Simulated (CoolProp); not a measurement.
Saturation properties of R1123 (Tc = 331.7 K, pc = 4.549 MPa, ω = 0.243).

Values from CoolProp's reference Helmholtz-energy equation of state, Akasaka 2020.

```tsv
T (K)	p (MPa)	vapour density (kg/m³)	enthalpy of vaporisation (kJ/kg)	liquid cp (kJ/(kg K))
206.8	0.07723	3.798	229.3	1.273
212.4	0.1039	5.012	225.3	1.282
218	0.1373	6.509	221.2	1.292
223.6	0.1786	8.332	217.0	1.304
229.2	0.2289	10.53	212.6	1.316
234.8	0.2893	13.15	208.1	1.331
240.3	0.3599	16.20	203.6	1.346
245.9	0.4444	19.86	198.8	1.363
251.5	0.5431	24.13	193.8	1.383
257.1	0.6573	29.12	188.5	1.405
262.7	0.7887	34.92	183.0	1.430
268.3	0.9387	41.65	177.2	1.459
273.9	1.109	49.46	171.0	1.493
279.5	1.301	58.53	164.4	1.533
```

It boils at 211.9 K under 1 atm.
